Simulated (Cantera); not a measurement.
Ignition delay

Mixture: CH3OH : O2 : N2 : H2O : CO2 = 1 : 0.682 : 2.56 : 0.1 : 0.073 (molar parts), equivalence ratio 2.2, at 4.93 atm, adiabatic and at constant volume. Ignition delay is the time to a rise of 400 K.

Model: GRI-Mech 3.0 (53 species, 325 reactions), integrated in Cantera. GRI-Mech 3.0 was tuned for natural gas; its chemistry of methanol as a main component is partial and can be far from experiment.

| T0 (K) | delay (ms) |
|---|---|
| 1073 | 21.8 |
| 1148 | 4.90 |
| 1223 | 1.33 |
| 1298 | 0.421 |
| 1373 | 0.153 |
| 1448 | 0.0631 |
| 1523 | 0.0289 |
| 1598 | 0.0145 |
| 1673 | 0.00791 |

```
Item                                                     Value
--------------------------------------------------  ----------
apparent activation energy between 1523 and 1673 K  180 kJ/mol
```
